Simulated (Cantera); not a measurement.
Silicon carbide growth: (CH₃)₂SiCl₂ + H₂

Charge: 1 mol (CH₃)₂SiCl₂, 5 mol H₂, equilibrated at 1.00 bar.

Cantera equilibrium calculation (NASA polynomials, part measured and part estimated; ideal gas, pure solids and liquids). Candidate condensed phases: C, C₆H₆, C₇H₈, C₈H₁₈, Si, SiC; 109 gas species. The feed counts by its element totals alone. The tables' values for SiCl₃ are old estimates; treat these amounts as uncertain. Equilibrium is a limit: real reactors are often held back by kinetics, nucleation or transport.

From 1300 K to 1850 K the condensed part is C(graphite) + SiC(s). The main Si-bearing gas is SiCl₄ at 1300 K and SiCl₂ at 1850 K. The share of Si in condensed phases is highest at 1600 K (96.7 %) and lowest at 1300 K (89.1 %).

```
T (K)   x H₂  x HCl   x SiCl₄     x CH₄   x SiCl₂  x SiHCl₃   x SiCl₃       x H  n C(graphite)  n SiC(s)
-----  -----  -----  --------  --------  --------  --------  --------  --------  -------------  --------
1300   0.803  0.180   0.00937   0.00507  0.000318   0.00191  0.000709   9.91e-7           1.06     0.891
1350   0.795  0.192   0.00617   0.00364  0.000497   0.00146  0.000784   2.13e-6           1.05     0.920
1400   0.790  0.201   0.00390   0.00269  0.000725   0.00108  0.000817   4.32e-6           1.03     0.941
1450   0.786  0.207   0.00241   0.00204   0.00100  0.000788  0.000812   8.38e-6           1.03     0.955
1500   0.784  0.210   0.00147   0.00158   0.00132  0.000568  0.000783   1.56e-5           1.02     0.963
1550   0.783  0.212  0.000904   0.00125   0.00169  0.000410  0.000741   2.79e-5           1.02     0.966
1600   0.782  0.213  0.000562  0.000998   0.00211  0.000298  0.000693   4.81e-5           1.02     0.967
1650   0.782  0.213  0.000355  0.000812   0.00257  0.000218  0.000645   8.03e-5           1.03     0.966
1700   0.782  0.213  0.000229  0.000670   0.00309  0.000162  0.000598  0.000130           1.03     0.963
1750   0.782  0.212  0.000150  0.000559   0.00365  0.000122  0.000555  0.000206           1.03     0.960
1800   0.782  0.212  0.000100  0.000471   0.00426   9.29e-5  0.000514  0.000317           1.04     0.955
1850   0.783  0.210   6.81e-5  0.000401   0.00492   7.16e-5  0.000477  0.000477           1.04     0.950
```
x: gas mole fraction; n: condensed amount in mol.
